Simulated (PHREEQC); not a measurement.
Solution (25 °C): 0.21 mol/kgw CuSO4, 0.01 mol/kgw KCl and 0.02 mol/kgw Ca(OH)2. Closed to the air; pH follows from the charge balance.

Equilibrium calculation in PHREEQC: ion-association model, wateq4f.dat.

| Quantity | Result |
|---|---|
| pH | 5.74 |
| ionic strength | 0.447 mol/kgw |
| activity of water | 0.994 |
| total alkalinity | 40.0 meq/kg |

```
species     molality  activity   log γ
----------  --------  --------  ------
SO4-2          0.109    0.0234  -0.668
CuSO4         0.0892    0.0989   0.045
Cu+2          0.0803    0.0207  -0.588
Cu2(OH)2+2    0.0198   0.00566  -0.544
CaSO4         0.0106    0.0117   0.045
Cl-          0.00948   0.00617  -0.186
Ca+2         0.00945   0.00251  -0.576
K+           0.00867   0.00565  -0.186
```

No solid was allowed to form. Saturation is exceeded, for instance for Brochantite, Antlerite; the values hold only as long as no solid forms.
